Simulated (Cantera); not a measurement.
Charge: 1 mol Fe, 2.5 mol SO2, 28 mol CO, at 1898 K and 0.315 Torr.

Cantera equilibrium calculation (NASA polynomials, part measured and part estimated; ideal gas, pure solids and liquids). Candidate condensed phases: C, Fe, Fe(CO)5, FeO, FeS, FeSO4, FeS2, Fe2O3, Fe2(SO4)3, Fe3O4, S; 25 gas species. Equilibrium is a limit: real reactors are often held back by kinetics, nucleation or transport.

Base state: CO 0.812, CO2 0.0874, Fe 0.0319, SO2 0.0246, SO 0.0238, S2 0.0118, S 0.00833, FeO 0.000222 (mole fractions); condensed: gas only.

Q: What changes in the equilibrium state with this change: temperature from 1898 K to 1225 K?

A: 
```tsv
species	before	after
CO	0.812	0.799
CO2	0.0874	0.174
S2	0.0118	0.0252
Fe	0.0319	2.16e-8
SO2	0.0246	0.000141
SO	0.0238	3.20e-5
FeO	0.000222	<1e-9
O	4.05e-5	<1e-9
S	0.00833	6.37e-6
FeS(s), mol	0	1.000
```
FeS: taken at fixed stoichiometry. Gases not in the tables: S3 to S7.
